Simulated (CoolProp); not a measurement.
Vapour-liquid equilibrium of carbon dioxide (1) + R123 (2) at 262.2 K; x and y are mole fractions of (1).

The numbers come from the multi-fluid Helmholtz-energy mixture model, Span 1996 and Younglove 1994; pair parameters Bell 2016 in CoolProp.

```json
[
 {"x": "0.05", "bubble pressure (MPa)": "0.1113", "y at the bubble point": "?", "dew pressure at overall composition x (MPa)": "0.02032", "liquid density (mol/L)": "10.50"},
 {"x": "0.125", "bubble pressure (MPa)": "0.2441", "y at the bubble point": "0.924", "dew pressure at overall composition x (MPa)": "0.02207", "liquid density (mol/L)": "11.05"},
 {"x": "0.2", "bubble pressure (MPa)": "0.3770", "y at the bubble point": "0.953", "dew pressure at overall composition x (MPa)": "0.02414", "liquid density (mol/L)": "11.65"},
 {"x": "0.275", "bubble pressure (MPa)": "0.5160", "y at the bubble point": "0.967", "dew pressure at overall composition x (MPa)": "0.02663", "liquid density (mol/L)": "12.31"},
 {"x": "0.35", "bubble pressure (MPa)": "0.6653", "y at the bubble point": "0.976", "dew pressure at overall composition x (MPa)": "0.02969", "liquid density (mol/L)": "13.02"},
 {"x": "0.425", "bubble pressure (MPa)": "0.8284", "y at the bubble point": "0.982", "dew pressure at overall composition x (MPa)": "0.03355", "liquid density (mol/L)": "13.81"},
 {"x": "0.5", "bubble pressure (MPa)": "?", "y at the bubble point": "0.986", "dew pressure at overall composition x (MPa)": "0.03855", "liquid density (mol/L)": "?"},
 {"x": "0.575", "bubble pressure (MPa)": "?", "y at the bubble point": "0.990", "dew pressure at overall composition x (MPa)": "?", "liquid density (mol/L)": "15.61"},
 {"x": "0.65", "bubble pressure (MPa)": "1.419", "y at the bubble point": "0.992", "dew pressure at overall composition x (MPa)": "0.05492", "liquid density (mol/L)": "16.64"},
 {"x": "0.725", "bubble pressure (MPa)": "1.648", "y at the bubble point": "0.995", "dew pressure at overall composition x (MPa)": "0.06971", "liquid density (mol/L)": "17.77"},
 {"x": "0.8", "bubble pressure (MPa)": "1.891", "y at the bubble point": "0.996", "dew pressure at overall composition x (MPa)": "0.09537", "liquid density (mol/L)": "18.99"},
 {"x": "0.875", "bubble pressure (MPa)": "2.143", "y at the bubble point": "0.998", "dew pressure at overall composition x (MPa)": "0.1508", "liquid density (mol/L)": "20.30"},
 {"x": "0.95", "bubble pressure (MPa)": "2.401", "y at the bubble point": "0.999", "dew pressure at overall composition x (MPa)": "0.3572", "liquid density (mol/L)": "21.62"}
]
```

Q: Some entries are withheld; supply them.

A: 
- 0.05, y at the bubble point: 0.829
- 0.5, bubble pressure (MPa): 1.008
- 0.5, liquid density (mol/L): 14.67
- 0.575, bubble pressure (MPa): 1.204
- 0.575, dew pressure at overall composition x (MPa): 0.04530

No azeotrope shows between x = 0.05 and 0.95.

Pair parameters are fitted to limited data, so mixtures are less certain than the pure fluids.
